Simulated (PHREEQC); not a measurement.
Consider water at 40 °C with 0.0029 mol/kgw HCl and 0.29 mol/kgw CaBr2. Closed to the air; pH follows from the charge balance.

Model: ion-association model, phreeqc.dat, run in PHREEQC.

```
Property                  Result
-----------------  -------------
pH                          2.67
ionic strength     0.873 mol/kgw
activity of water          0.985
density              1.039 g/cm³
total alkalinity    -2.90 meq/kg
```

| species | molality | activity | log γ |
|---|---|---|---|
| Br- | 0.580 | 0.323 | -0.254 |
| Ca+2 | 0.290 | 0.0687 | -0.625 |
| H+ | 0.00290 | 0.00215 | -0.129 |
| Cl- | 0.00290 | 0.00176 | -0.216 |

Precipitation was switched off in this run. The ionic strength is past about 0.7 mol/kgw, beyond the range of this activity model, so the values are rough. Away from 25 °C the constants follow the database's enthalpies or fits; those with neither stay at their 25 °C values.
